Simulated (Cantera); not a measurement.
A Cantera script and its output.

```python
import numpy as np
import cantera as ct

gas = ct.Solution("SiF4_NH3_mec.yaml", "gas")
gas.TPX = 2100, 13332, {'NH3': 1, 'N2': 1.9}
reactor = ct.IdealGasConstPressureReactor(gas, energy="off", clone=False)
net = ct.ReactorNet([reactor])
net.rtol, net.atol = 1e-08, 1e-18
show = ['NH3', 'N', 'N2H4', 'NH', 'H2', 'N2H2']
times = np.geomspace(2e-06, 4, 15)

steps = ct.SolutionArray(gas, extra=["t"])
rows = []
print(f"{'t/s':>10s}{'T/K':>9s}{'P/Pa':>11s}" + "".join(f"{s:>11s}" for s in show))
for t in times:
    while net.time < t:
        t_next = net.step()
        steps.append(gas.state, t=t_next)
    rows.append([np.interp(t, steps.t, y) for y in (steps.T, steps.P, *steps(*show).X.T)])
    print(f"{t:10.3e}{rows[-1][0]:9.1f}{rows[-1][1]:11.4g}" + "".join(f"{x:11.3e}" for x in rows[-1][2:]))
rate = np.gradient(steps.T, steps.t)
print("integrator steps:", len(steps.t))
if steps.T.max() > steps.T[0] + 200:
    print(f"time of steepest temperature rise: {steps.t[rate.argmax()]:.4e} s")
gas.TPX = 2100, 13332, {'NH3': 1, 'N2': 1.9}
gas.equilibrate("TP")
print(f"equilibrium (TP): T = {gas.T:.1f} K  " + "  ".join(f"{s} {gas[s].X[0]:.3e}" for s in show))
```

Output:

```
       t/s      T/K       P/Pa        NH3          N       N2H4         NH         H2       N2H2
 2.000e-06   2100.0  1.333e+04  3.448e-01  3.189e-15  3.952e-13  8.327e-11  1.754e-06  3.936e-12
 5.638e-06   2100.0  1.333e+04  3.448e-01  1.382e-13  5.208e-12  1.009e-09  6.668e-06  9.196e-11
 1.589e-05   2100.0  1.333e+04  3.448e-01  4.191e-12  4.950e-11  1.055e-08  2.076e-05  1.360e-09
 4.480e-05   2100.0  1.333e+04  3.447e-01  1.231e-10  4.163e-10  1.169e-07  6.063e-05  1.466e-08
 1.263e-04   2100.0  1.333e+04  3.444e-01  2.771e-09  3.297e-09  1.186e-06  1.776e-04  1.508e-07
 3.560e-04   2100.0  1.333e+04  3.436e-01  1.990e-08  2.194e-08  6.168e-06  6.273e-04  1.282e-06
 1.003e-03   2100.0  1.333e+04  3.410e-01  8.686e-08  5.701e-08  1.297e-05  3.124e-03  3.738e-06
 2.828e-03   2100.0  1.333e+04  3.332e-01  2.666e-07  5.272e-08  1.597e-05  1.188e-02  3.889e-06
 7.973e-03   2100.0  1.333e+04  3.122e-01  7.030e-07  3.974e-08  1.955e-05  3.538e-02  3.518e-06
 2.247e-02   2100.0  1.333e+04  2.612e-01  1.349e-06  2.568e-08  2.222e-05  9.236e-02  2.756e-06
 6.335e-02   2100.0  1.333e+04  1.637e-01  1.847e-06  1.209e-08  2.108e-05  2.013e-01  1.540e-06
 1.786e-01   2100.0  1.333e+04  5.147e-02  2.039e-06  2.378e-09  1.472e-05  3.265e-01  4.013e-07
 5.034e-01   2100.0  1.333e+04  2.253e-03  2.162e-06  3.592e-11  5.321e-06  3.807e-01  1.411e-08
 1.419e+00   2100.0  1.333e+04  1.072e-05  1.932e-07  5.673e-15  1.788e-07  3.809e-01  4.890e-12
 4.000e+00   2100.0  1.333e+04  2.118e-06  3.840e-08  2.224e-16  3.547e-08  3.809e-01  3.476e-13
integrator steps: 1673
equilibrium (TP): T = 2100.0 K  NH3 4.204e-07  N 7.622e-09  N2H4 8.837e-18  NH 7.040e-09  H2 3.809e-01  N2H2 1.694e-13
```

Detailed kinetics in Cantera: the gas-phase N/H chemistry of the illustrative SiF4/NH3 mechanism in the Surface Chemkin manual (1991). Walls and surfaces, which speed up NH3 decomposition in real reactors, are not modelled.
